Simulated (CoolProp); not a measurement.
Dodecamethylpentasiloxane (MD3M) at several states: fugacity coefficient from the reference equation and from simpler models built on Tc = 628.0 K, pc = 0.9540 MPa, ω = 0.730; each cubic takes its own stable root.

Values from CoolProp's reference Helmholtz-energy equation of state, Thol 2019.

```json
[
 {"T (K)": "367.9", "p (MPa)": "0.275", "phase": "liquid", "reference": "0.003357", "van der Waals": "0.2565", "Redlich-Kwong": "0.05651", "Soave-Redlich-Kwong": "0.003524", "Peng-Robinson": "0.004006"},
 {"T (K)": "545.9", "p (MPa)": "1.18", "phase": "liquid", "reference": "?", "van der Waals": "0.4046", "Redlich-Kwong": "0.3144", "Soave-Redlich-Kwong": "0.2098", "Peng-Robinson": "0.2032"},
 {"T (K)": "346", "p (MPa)": "2.35", "phase": "liquid", "reference": "0.0001561", "van der Waals": "?", "Redlich-Kwong": "0.005040", "Soave-Redlich-Kwong": "0.0001787", "Peng-Robinson": "0.0002035"},
 {"T (K)": "340.1", "p (MPa)": "1.06", "phase": "liquid", "reference": "0.0001929", "van der Waals": "?", "Redlich-Kwong": "0.007052", "Soave-Redlich-Kwong": "0.0002166", "Peng-Robinson": "?"},
 {"T (K)": "419.5", "p (MPa)": "1.82", "phase": "liquid", "reference": "?", "van der Waals": "0.1121", "Redlich-Kwong": "?", "Soave-Redlich-Kwong": "?", "Peng-Robinson": "0.006671"}
]
```

Task: Complete the blanks.

Result: 
- 545.9, reference: 0.1988
- 346, van der Waals: 0.03901
- 340.1, van der Waals: 0.05389
- 340.1, Peng-Robinson: 0.0002567
- 419.5, reference: 0.006201
- 419.5, Redlich-Kwong: 0.03939
- 419.5, Soave-Redlich-Kwong: 0.006490
